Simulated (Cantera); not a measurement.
A closed system holds: 1 mol CuF₂, 1.6 mol H₂O, 0.73 mol H₂, held at 0.00300 bar.

Cantera equilibrium calculation (NASA polynomials, part measured and part estimated; ideal gas, pure solids and liquids). Candidate condensed phases: Cu, CuF₂, CuO, Cu(OH)₂, Cu₂O, H₂O; 27 gas species. Mutual solubility and eutectic melting of coexisting phases are not modelled. Rates play no part.

Task: Which condensed phases are stable at each of these points (T (°C)): 775, 800, 825, 850, 875, 900, 925, 950, 975, 1000, 1025, 1050, 1075, 1100?

Result: 
```json
[
 {"T (°C)": "775", "condensed phases": "Cu(s) + Cu₂O(s)", "Cu condensed (%)": "100.0"},
 {"T (°C)": "800", "condensed phases": "Cu(s) + Cu₂O(s)", "Cu condensed (%)": "100.0"},
 {"T (°C)": "825", "condensed phases": "Cu(s) + Cu₂O(s)", "Cu condensed (%)": "100.0"},
 {"T (°C)": "850", "condensed phases": "Cu(s) + Cu₂O(s)", "Cu condensed (%)": "100.0"},
 {"T (°C)": "875", "condensed phases": "Cu(s) + Cu₂O(s)", "Cu condensed (%)": "100.0"},
 {"T (°C)": "900", "condensed phases": "Cu(s) + Cu₂O(s)", "Cu condensed (%)": "100.0"},
 {"T (°C)": "925", "condensed phases": "Cu(s) + Cu₂O(s)", "Cu condensed (%)": "99.9"},
 {"T (°C)": "950", "condensed phases": "Cu(s) + Cu₂O(s)", "Cu condensed (%)": "99.9"},
 {"T (°C)": "975", "condensed phases": "Cu(s) + Cu₂O(s)", "Cu condensed (%)": "99.8"},
 {"T (°C)": "1000", "condensed phases": "Cu(s) + Cu₂O(s)", "Cu condensed (%)": "99.7"},
 {"T (°C)": "1025", "condensed phases": "Cu(s) + Cu₂O(s)", "Cu condensed (%)": "99.6"},
 {"T (°C)": "1050", "condensed phases": "Cu(s) + Cu₂O(s)", "Cu condensed (%)": "99.4"},
 {"T (°C)": "1075", "condensed phases": "Cu(s) + Cu₂O(s)", "Cu condensed (%)": "99.2"},
 {"T (°C)": "1100", "condensed phases": "Cu(l) + Cu₂O(s)", "Cu condensed (%)": "98.8"}
]
```

From 775 °C to 1075 °C the condensed part is Cu(s) + Cu₂O(s). At 1100 °C the condensed part is Cu(l) + Cu₂O(s).
